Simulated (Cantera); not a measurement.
An isothermal, constant-pressure homogeneous reactor starts with H2 : O2 = 0.12 : 1 (molar parts), at 1325 K and 18.8 Torr.

Model: GRI-Mech 3.0 (53 species, 325 reactions), integrated in Cantera. Radical loss at walls, strong at low pressure, is not modelled. The temperature is held fixed by assumption; the heat of reaction is taken as removed at once.

One state of this run: x H2 = 0.00194; x O2 = 0.849; x H2O = 0.100; x O = 0.0326; x HO2 = 7.62e-6; x H = 0.00911; x OH = 0.00714. x: mole fraction; the columns are a selection and need not sum to one.

Q: Which value of t (s) does it belong to?
A) 0.0224
B) 0.00632
C) 0.000142
D) 1.00

A: B, 0.00632
